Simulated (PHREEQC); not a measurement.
Silver or lead bath: speciation

A solution holds 0.14 mol AgF, 0.0001 mol NaNO3 and 0.22 mol Cu(NO3)2 per kg of water, at 20 °C. Closed to the air; pH follows from the charge balance.

Computed with PHREEQC (ion-association model, wateq4f.dat).

Precipitation was switched off in this run.

Task: What pH, ionic strength, activity of water does the model give?

Result: pH 4.83; ionic strength 0.686 mol/kgw; activity of water 0.985.

Task: In which forms is F present?

Result: F- 59 %, CuF+ 33 %, AgF 6.9 %, HF 0.6 % of the F.

The solution is supersaturated, for example in Cu2(OH)3NO3, CuF2:2H2O, so a real one may precipitate; this is no full list. Species that the database lacks are ignored.
